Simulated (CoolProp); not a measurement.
Computed with CoolProp (reference Helmholtz-energy equation of state, Thol 2019).

Q: Give the vapour pressure (MPa), liquid cp (kJ/(kg K)), vapour Z of saturated n-pentane at 1.85, 11.95, 22.05 °C.

A: 
```
T (°C)  p (MPa)  liquid cp (kJ/(kg K))  vapour Z
------  -------  ---------------------  --------
1.85     0.0266                   2.22     0.983
11.95    0.0410                   2.26     0.977
22.05    0.0612                   2.30     0.969
```
